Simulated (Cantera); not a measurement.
An adiabatic, constant-volume homogeneous reactor starts with CH₄ : C₂H₆ : C₃H₈ : O₂ : N₂ = 1 : 0.15 : 1.2 : 10.6 : 105 (molar parts), equivalence ratio 0.80, at 1500 K and 0.420 bar.

Cantera simulation using GRI-Mech 3.0 (53 species, 325 reactions); the numbers are that mechanism's predictions, not measurements. GRI-Mech 3.0 was tuned for natural gas; its chemistry of propane as a main component is partial and can be far from experiment.

One state of this run: T (K) = 2373; P (bar) = 0.676; x CH₄ = <1e-12; x C₂H₆ = <1e-12; x C₃H₈ = <1e-12; x HCO = 4.84e-10; x H₂O₂ = 3.19e-8; x CO₂ = 0.0349. x: mole fraction; the columns are a selection and need not sum to one.

### Question
Which value of t (s) does it belong to?
A. 2.51e-6
B. 0.000100
C. 0.158
D. 0.000631

### Answer
C, 0.158
